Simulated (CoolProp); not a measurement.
Saturation properties of ammonia.

Model: reference Helmholtz-energy equation of state, Gao 2020, in CoolProp.

```
T (K)  p (kPa)  vapour density (kg/m³)  enthalpy of vaporisation (kJ/kg)  vapour viscosity (µPa s)  liquid conductivity (mW/(m K))
-----  -------  ----------------------  --------------------------------  ------------------------  ------------------------------
321.1     1927                   14.93                              1061                      10.6                             422
326       2188                   17.01                              1036                      10.8                             409
330.9     2474                   19.33                              1010                      11.0                             396
335.8     2788                   21.92                             982.9                      11.2                             383
340.7     3130                   24.82                             954.2                      11.4                             370
345.6     3503                   28.08                             924.0                      11.6                             357
350.5     3908                   31.73                             892.2                      11.8                             344
355.4     4347                   35.84                             858.5                      12.1                             331
360.3     4823                   40.50                             822.6                      12.4                             319
```

It boils at 239.8 K under 1 atm.

Viscosity comes from a separate model (Fenghour 1995). Thermal conductivity comes from a separate model (Tufeu 1984).
